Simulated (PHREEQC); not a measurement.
1 kg of water holding 120 mmol/kgw KCl, 13 mmol/kgw Na2CO3, 11 mmol/kgw NaHCO3 and 5.9 mmol/kgw Na2SO4 is evaporated at 25 °C; the solids stay in contact with the brine. The system is closed to CO2. Only these solids could form: Arcanite, Burkeite, Glaserite, Halite, Kalicinite, Mirabilite, Misenite, Nahcolite, Natron, Sylvite, Thenardite, Trona.

The series has 28 steps of water left (kg), from 1 to 0.004697.

Computed with PHREEQC (Pitzer model, pitzer.dat).

Question: Which solids form, in which order, and at which step of the series does each first stand?

Answer: Arcanite from water left = 0.0293 kg (pH 9.49), last present at water left = 0.01627 kg; Sylvite from water left = 0.02408 kg (pH 9.50); Nahcolite from water left = 0.01627 kg (pH 9.59); Glaserite from water left = 0.01337 kg (pH 9.71); Trona from water left = 0.008928 kg (pH 9.83).
